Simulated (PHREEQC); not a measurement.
A solution holds 22 mmol/kgw HCl, 9.3 mmol/kgw FeCl2 and 0.032 mmol/kgw Fe2(SO4)3, at 25 °C. Closed to the air; pH follows from the charge balance.

Equilibrium calculation in PHREEQC: ion-association model, phreeqc.dat.

```json
{
  "pH": "1.73",
  "ionic_strength": "0.0497 mol/kgw",
  "specific_conductance": "10100 µS/cm",
  "total_alkalinity": "-22.1 meq/kg"
}
```

| species | molality | activity | log γ |
|---|---|---|---|
| Cl- | 0.0403 | 0.0329 | -0.089 |
| H+ | 0.0220 | 0.0188 | -0.069 |
| Fe+2 | 0.00904 | 0.00437 | -0.316 |
| FeCl+ | 0.000241 | 0.000198 | -0.085 |
| HSO4- | 3.95e-5 | 3.25e-5 | -0.085 |
| SO4-2 | 3.85e-5 | 1.78e-5 | -0.335 |
| Fe+3 | 3.55e-5 | 8.58e-6 | -0.617 |
| FeCl+2 | 1.83e-5 | 8.52e-6 | -0.333 |
| FeSO4 | 1.37e-5 | 1.38e-5 | 0.005 |
| FeOH+2 | 6.35e-6 | 2.95e-6 | -0.333 |
| FeHSO4+ | 2.08e-6 | 1.71e-6 | -0.085 |
| FeSO4+ | 2.03e-6 | 1.68e-6 | -0.083 |
| FeCl2+ | 1.51e-6 | 1.25e-6 | -0.083 |
| FeHSO4+2 | 1.85e-7 | 8.42e-8 | -0.341 |
| Fe(OH)2+ | 6.28e-8 | 5.20e-8 | -0.081 |

This is a speciation only: nothing precipitates in the calculation. Examples of supersaturated solids here: Hematite (slow to form), Goethite (slow to form). Others may be too.
